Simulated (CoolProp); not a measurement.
Vapour-liquid equilibrium of n-perfluorobutane (1) + R365MFC (2) at 0.0303 MPa; x and y are mole fractions of (1).

The numbers come from the multi-fluid Helmholtz-energy mixture model, Gao 2022 and Lemmon 2016; pair parameters Bell 2016 in CoolProp.

```
x      bubble temperature, mixture model (°C)  bubble temperature, Raoult's law (°C)  y, mixture model  y, Raoult's law
-----  --------------------------------------  -------------------------------------  ----------------  ---------------
0.05                                     -9.4                                    5.9                 …            0.228
0.125                                   -20.3                                    0.3                 …            0.459
0.2                                     -24.1                                   -4.3             0.859            0.609
0.275                                   -25.5                                   -8.2             0.873            0.712
0.35                                    -26.0                                  -11.6                 …            0.785
0.425                                   -26.1                                  -14.4             0.881            0.838
0.5                                     -26.2                                  -17.0             0.882            0.878
0.575                                   -26.3                                  -19.2             0.884            0.909
0.65                                    -26.5                                  -21.2             0.888            0.934
0.725                                   -26.9                                  -23.0             0.896            0.954
0.8                                     -27.3                                  -24.7             0.910            0.970
0.875                                   -27.8                                  -26.2             0.932            0.983
0.95                                    -28.2                                  -27.6             0.966            0.994
```

Problem. Fill in the missing entries.

Solution. 
- 0.05, y, mixture model: 0.639
- 0.125, y, mixture model: 0.816
- 0.35, y, mixture model: 0.879

The largest gap from Raoult's law is -20.6 K in bubble temperature, at x = 0.125. No azeotrope shows between x = 0.05 and 0.95.

Pair parameters are fitted to limited data, so mixtures are less certain than the pure fluids. With so large a gap from Raoult's law the liquid may split in two, which this calculation doesn't test in full.
